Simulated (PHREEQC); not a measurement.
Dissolve 12 mmol/kgw CuSO4 and 0.22 mmol/kgw MnSO4 at 67 °C. Closed to the air; pH follows from the charge balance.

Model: ion-association model, phreeqc.dat, run in PHREEQC.

Precipitation was switched off in this run.

Problem. Order these S species by the share of S that they hold, largest first: MnSO4, HSO4-, CuSO4, SO4-2.

Solution. SO4-2 (65 %), CuSO4 (34 %), MnSO4 (0.75 %), HSO4- (0.38 %)

The pH is 4.45 and the ionic strength 0.0319 mol/kgw. Constants without temperature data keep their 25 °C values here.
